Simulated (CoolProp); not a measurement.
The fluid at 363.56 K and 1.04 MPa flows at 0.12 m/s in a round tube of 50 mm bore and 0.25 µm roughness, fully developed (64/Re and Nu = 3.66 if laminar; Colebrook and Gnielinski if turbulent). The same conditions are run with several fluids, on thermodynamics alone (safety and materials aside).

Computed with CoolProp (reference Helmholtz-energy equation of state of each fluid (C3F8 (R218): Lemmon 2006; C2F6 (R116): Lemmon 2006; R507A: Lemmon 2003; ethane: Bücker 2006)). Blends and air are pseudo-pure fits.

```json
[
 {"fluid": "C3F8 (R218)", "Reynolds number": "28400", "Darcy friction factor": "0.0238", "pressure drop (Pa/m)": "0.251", "heat-transfer coefficient (W/(m² K))": "…", "mass flow (kg/h)": "…"},
 {"fluid": "C2F6 (R116)", "Reynolds number": "17100", "Darcy friction factor": "0.0269", "pressure drop (Pa/m)": "0.195", "heat-transfer coefficient (W/(m² K))": "…", "mass flow (kg/h)": "42.6"},
 {"fluid": "R507A", "Reynolds number": "14800", "Darcy friction factor": "…", "pressure drop (Pa/m)": "0.150", "heat-transfer coefficient (W/(m² K))": "16.7", "mass flow (kg/h)": "31.6"},
 {"fluid": "ethane", "Reynolds number": "5660", "Darcy friction factor": "…", "pressure drop (Pa/m)": "0.0561", "heat-transfer coefficient (W/(m² K))": "11.6", "mass flow (kg/h)": "9.16"}
]
```

Q: Complete the blanks.

A: 
- C3F8 (R218), heat-transfer coefficient (W/(m² K)): 26.4
- C3F8 (R218), mass flow (kg/h): 62.2
- C2F6 (R116), heat-transfer coefficient (W/(m² K)): 19.2
- R507A, Darcy friction factor: 0.0279
- ethane, Darcy friction factor: 0.0361

Transport values come from each fluid's own correlations; those of C3F8 (R218), C2F6 (R116) are estimates that may be off by 10 % or more.
